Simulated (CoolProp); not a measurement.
Properties of dimethyl ether along the isobar 6900 kPa (Tc = 127.2 °C, pc = 5337 kPa, ω = 0.196).

Computed with CoolProp (reference Helmholtz-energy equation of state, Wu 2011).

```json
[
 {"T (°C)": "31.35", "phase": "liquid", "density (kg/m³)": "663.9", "cv (kJ/(kg K))": "1.553", "speed of sound (m/s)": "900.0", "Joule-Thomson coefficient (K/MPa)": "-0.1863", "fugacity coefficient": "0.1073"},
 {"T (°C)": "58.95", "phase": "liquid", "density (kg/m³)": "618.8", "cv (kJ/(kg K))": "1.606", "speed of sound (m/s)": "752.5", "Joule-Thomson coefficient (K/MPa)": "-0.03729", "fugacity coefficient": "0.1968"},
 {"T (°C)": "86.45", "phase": "liquid", "density (kg/m³)": "___", "cv (kJ/(kg K))": "1.674", "speed of sound (m/s)": "594.4", "Joule-Thomson coefficient (K/MPa)": "0.2437", "fugacity coefficient": "___"},
 {"T (°C)": "114.05", "phase": "liquid", "density (kg/m³)": "492.3", "cv (kJ/(kg K))": "1.769", "speed of sound (m/s)": "411.0", "Joule-Thomson coefficient (K/MPa)": "0.9975", "fugacity coefficient": "___"},
 {"T (°C)": "141.65", "phase": "supercritical", "density (kg/m³)": "307.3", "cv (kJ/(kg K))": "2.008", "speed of sound (m/s)": "184.5", "Joule-Thomson coefficient (K/MPa)": "6.776", "fugacity coefficient": "0.6042"},
 {"T (°C)": "169.15", "phase": "supercritical", "density (kg/m³)": "147.5", "cv (kJ/(kg K))": "1.920", "speed of sound (m/s)": "210.3", "Joule-Thomson coefficient (K/MPa)": "8.303", "fugacity coefficient": "0.6918"},
 {"T (°C)": "196.75", "phase": "supercritical", "density (kg/m³)": "___", "cv (kJ/(kg K))": "1.908", "speed of sound (m/s)": "239.7", "Joule-Thomson coefficient (K/MPa)": "___", "fugacity coefficient": "0.7492"},
 {"T (°C)": "224.25", "phase": "supercritical", "density (kg/m³)": "100.2", "cv (kJ/(kg K))": "1.939", "speed of sound (m/s)": "261.8", "Joule-Thomson coefficient (K/MPa)": "5.239", "fugacity coefficient": "0.7924"},
 {"T (°C)": "251.85", "phase": "supercritical", "density (kg/m³)": "89.39", "cv (kJ/(kg K))": "___", "speed of sound (m/s)": "279.8", "Joule-Thomson coefficient (K/MPa)": "4.320", "fugacity coefficient": "0.8265"}
]
```

Task: Fill in the missing entries.

Result: 
- 86.45, density (kg/m³): 565.5
- 86.45, fugacity coefficient: 0.3167
- 114.05, fugacity coefficient: 0.4598
- 196.75, density (kg/m³): 116.5
- 196.75, Joule-Thomson coefficient (K/MPa): 6.512
- 251.85, cv (kJ/(kg K)): 1.988
